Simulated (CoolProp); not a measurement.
Properties of cis-2-butene along the isotherm 525 K.

Values from CoolProp's reference Helmholtz-energy equation of state, Lemmon 2005. It is a short technical equation, of lower accuracy than the large ones.

```json
[
 {"p (kPa)": "20.1", "phase": "gas", "Z": "0.9991", "cp (kJ/(kg K))": "2.291", "speed of sound (m/s)": "288.2", "expansivity (1/kK)": "1.911"},
 {"p (kPa)": "32.5", "phase": "gas", "Z": "0.9986", "cp (kJ/(kg K))": "2.292", "speed of sound (m/s)": "288.1", "expansivity (1/kK)": "1.914"},
 {"p (kPa)": "52.4", "phase": "gas", "Z": "0.9977", "cp (kJ/(kg K))": "2.293", "speed of sound (m/s)": "287.8", "expansivity (1/kK)": "1.920"},
 {"p (kPa)": "84.7", "phase": "gas", "Z": "0.9962", "cp (kJ/(kg K))": "2.294", "speed of sound (m/s)": "287.5", "expansivity (1/kK)": "1.929"},
 {"p (kPa)": "137", "phase": "gas", "Z": "0.9939", "cp (kJ/(kg K))": "2.297", "speed of sound (m/s)": "286.9", "expansivity (1/kK)": "1.945"},
 {"p (kPa)": "221", "phase": "gas", "Z": "0.9902", "cp (kJ/(kg K))": "2.300", "speed of sound (m/s)": "…", "expansivity (1/kK)": "1.970"},
 {"p (kPa)": "357", "phase": "gas", "Z": "0.9841", "cp (kJ/(kg K))": "2.307", "speed of sound (m/s)": "…", "expansivity (1/kK)": "2.011"},
 {"p (kPa)": "577", "phase": "gas", "Z": "0.9742", "cp (kJ/(kg K))": "2.318", "speed of sound (m/s)": "282.1", "expansivity (1/kK)": "2.081"},
 {"p (kPa)": "933", "phase": "gas", "Z": "0.9580", "cp (kJ/(kg K))": "2.336", "speed of sound (m/s)": "278.2", "expansivity (1/kK)": "2.202"},
 {"p (kPa)": "1510", "phase": "gas", "Z": "0.9313", "cp (kJ/(kg K))": "2.370", "speed of sound (m/s)": "271.7", "expansivity (1/kK)": "2.421"},
 {"p (kPa)": "2430", "phase": "gas", "Z": "0.8878", "cp (kJ/(kg K))": "…", "speed of sound (m/s)": "261.3", "expansivity (1/kK)": "2.837"},
 {"p (kPa)": "3930", "phase": "gas", "Z": "…", "cp (kJ/(kg K))": "2.576", "speed of sound (m/s)": "244.6", "expansivity (1/kK)": "3.744"},
 {"p (kPa)": "6350", "phase": "supercritical", "Z": "0.6951", "cp (kJ/(kg K))": "2.942", "speed of sound (m/s)": "222.7", "expansivity (1/kK)": "5.947"}
]
```

Q: What belongs in the gaps?

A: 
- 221, speed of sound (m/s): 286.0
- 357, speed of sound (m/s): 284.5
- 2430, cp (kJ/(kg K)): 2.434
- 3930, Z: 0.8143
